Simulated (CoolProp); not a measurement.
Properties of C2F6 (R116) along the isotherm 151.85 °C (Tc = 19.9 °C, pc = 3048 kPa, ω = 0.257).

The numbers come from the reference Helmholtz-energy equation of state, Lemmon 2006 in CoolProp. It is a short technical equation, of lower accuracy than the large ones.

```json
[
 {"p (kPa)": "1020", "phase": "gas", "Z": "0.9728", "speed of sound (m/s)": "162.0"},
 {"p (kPa)": "2030", "phase": "gas", "Z": "0.9471", "speed of sound (m/s)": "159.0"},
 {"p (kPa)": "3050", "phase": "supercritical", "Z": "0.9226", "speed of sound (m/s)": "156.6"},
 {"p (kPa)": "4060", "phase": "supercritical", "Z": "0.9002", "speed of sound (m/s)": "154.8"},
 {"p (kPa)": "5080", "phase": "supercritical", "Z": "0.8799", "speed of sound (m/s)": "153.7"},
 {"p (kPa)": "6100", "phase": "supercritical", "Z": "0.8623", "speed of sound (m/s)": "153.5"},
 {"p (kPa)": "7110", "phase": "supercritical", "Z": "0.8482", "speed of sound (m/s)": "154.3"},
 {"p (kPa)": "8130", "phase": "supercritical", "Z": "0.8375", "speed of sound (m/s)": "156.1"},
 {"p (kPa)": "9140", "phase": "supercritical", "Z": "0.8309", "speed of sound (m/s)": "159.1"},
 {"p (kPa)": "10200", "phase": "supercritical", "Z": "0.8283", "speed of sound (m/s)": "163.4"},
 {"p (kPa)": "11200", "phase": "supercritical", "Z": "0.8298", "speed of sound (m/s)": "168.6"},
 {"p (kPa)": "12200", "phase": "supercritical", "Z": "0.8350", "speed of sound (m/s)": "174.6"},
 {"p (kPa)": "13200", "phase": "supercritical", "Z": "0.8435", "speed of sound (m/s)": "181.5"},
 {"p (kPa)": "14200", "phase": "supercritical", "Z": "0.8548", "speed of sound (m/s)": "188.8"},
 {"p (kPa)": "15200", "phase": "supercritical", "Z": "0.8686", "speed of sound (m/s)": "196.6"}
]
```
